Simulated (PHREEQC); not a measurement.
A solution holds 0.0054 mol/kgw Na2SiO3, at 25 °C. Closed to the air; pH follows from the charge balance.

Equilibrium calculation in PHREEQC: ion-association model, phreeqc.dat.

| Quantity | Result |
|---|---|
| pH | 11.67 |
| ionic strength | 0.0110 mol/kgw |
| total alkalinity | 10.8 meq/kg |

```tsv
species	molality	activity	log γ
Na+	0.0108	0.00971	-0.046
OH-	0.00525	0.00470	-0.048
H3SiO4-	0.00511	0.00459	-0.047
H2SiO4-2	0.000220	0.000145	-0.181
H4SiO4	6.68e-5	6.70e-5	0.001
```

This is a speciation only: nothing precipitates in the calculation. Species that the database lacks are ignored.
